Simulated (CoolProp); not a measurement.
Properties of n-pentane at several states.

Computed with CoolProp (reference Helmholtz-energy equation of state, Thol 2019).

```
T (K)  p (kPa)   phase  speed of sound (m/s)  Joule-Thomson coefficient (K/MPa)
-----  -------  ------  --------------------  ---------------------------------
476.3     1310     gas                 209.3                              9.132
247       3910  liquid                  1284                            -0.4732
195.6     18.1  liquid                  1520                            -0.5304
606.7      321     gas                 266.6                              3.784
320.8     48.7     gas                 195.8                              26.77
468.5     42.7     gas                 237.2                              7.833
```
